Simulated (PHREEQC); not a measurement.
Leach liquor (model solution)

A solution holds 17 mmol/kgw HCl and 0.091 mmol/kgw MnSO4, at 60 °C. It is in equilibrium with CO2 at log p = -3.4 (atm). Otherwise closed; pH follows from the charge balance.

Model: ion-association model, phreeqc.dat, run in PHREEQC.

Each row changes one thing in this solution. No solid was allowed to form.

```json
[
 {"case": "as made", "pH": "1.82", "HCO3- (mol/kgw)": "2.55e-10"},
 {"case": "MnSO4 from 9.1e-05 to 0.0001 mol/kgw", "pH": "1.82", "HCO3- (mol/kgw)": "2.55e-10"},
 {"case": "MnSO4 left out", "pH": "1.82", "HCO3- (mol/kgw)": "2.53e-10"},
 {"case": "0.00037 mol/kgw MgSO4 added", "pH": "1.83", "HCO3- (mol/kgw)": "?"},
 {"case": "HCl left out", "pH": "?", "HCO3- (mol/kgw)": "1.85e-6"},
 {"case": "HCl from 0.017 to 0.17 mol/kgw", "pH": "?", "HCO3- (mol/kgw)": "?"}
]
```

Complete the blanks.


- 0.00037 mol/kgw MgSO4 added, HCO3- (mol/kgw): 2.60e-10
- HCl left out, pH: 5.73
- HCl from 0.017 to 0.17 mol/kgw, pH: 0.87
- HCl from 0.017 to 0.17 mol/kgw, HCO3- (mol/kgw): 3.33e-11

Species that the database lacks are ignored. Constants without temperature data keep their 25 °C values here.
